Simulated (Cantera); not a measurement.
An isothermal, constant-pressure homogeneous reactor starts with 52.2 % CH4, 43.9 % CO2, 3.87 % H2, at 1648 K and 1.00 bar.

Detailed kinetics in Cantera: GRI-Mech 3.0 (53 species, 325 reactions).

One state of this run: x CH4 = 0.0994; x CO2 = 0.138; x H2 = 0.273; x O = 3.18e-11; x C2H = 8.04e-8; x C2H4 = 0.00339; x OH = 1.15e-6. x: mole fraction; the columns are a selection and need not sum to one.

Which value of t (s) does it belong to?
(A) 0.0700
(B) 2.21
(C) 0.00221
(D) 0.00700

A, 0.0700
